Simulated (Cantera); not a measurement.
Input: 1 mol Al₂O₃, 2.4 mol HCl, 0.62 mol H₂, at 36.0 Torr.

Method: chemical equilibrium by Gibbs-energy minimisation in Cantera with the NASA 1993 tables (ideal gas, pure condensed phases). Candidate condensed phases: Al, AlCl₃, Al₂O₃, H₂O; 29 gas species. The tables' values for AlCl₂ are old estimates; treat these amounts as uncertain. Condensed phases not in the tables: AlOCl. The numbers say what is thermodynamically allowed, not how fast it happens.

log p: log10 of the partial pressure in bar; n: condensed amount in mol.

```tsv
T (K)	log p HCl	log p H₂	log p H₂O	log p AlCl₃	log p Cl	log p H	n Al₂O₃(s)
998	-1.42	-2.01	-4.99	-5.17	-9.11	-9.67	1.000
1048	-1.42	-2.01	-4.83	-5.01	-8.57	-9.12	1.000
1098	-1.42	-2.01	[?]	[?]	[?]	[?]	1.000
1148	-1.42	-2.01	-4.56	-4.73	-7.62	-8.15	0.999
1198	-1.42	-2.01	-4.44	-4.61	-7.20	-7.72	0.999
1248	-1.42	-2.01	[?]	[?]	[?]	[?]	0.999
1298	-1.42	-2.01	-4.23	-4.40	-6.46	-6.97	0.999
1348	-1.42	-2.01	-4.13	-4.31	-6.13	-6.64	0.998
1398	-1.42	-2.01	-4.05	-4.23	-5.83	-6.33	0.998
1448	-1.42	-2.01	-3.97	-4.15	-5.54	-6.04	0.998
1498	-1.42	-2.01	-3.90	-4.07	-5.28	-5.77	0.997
1548	-1.42	-2.01	-3.83	-4.01	-5.03	-5.51	0.997
1598	-1.42	-2.01	-3.76	-3.95	-4.79	-5.28	0.996
```

**Question.** Complete the blanks.

**Answer.** 
- 1248, log p H₂O: -4.33
- 1248, log p AlCl₃: -4.50
- 1248, log p Cl: -6.81
- 1248, log p H: -7.33
- 1098, log p H₂O: -4.69
- 1098, log p AlCl₃: -4.86
- 1098, log p Cl: -8.07
- 1098, log p H: -8.61
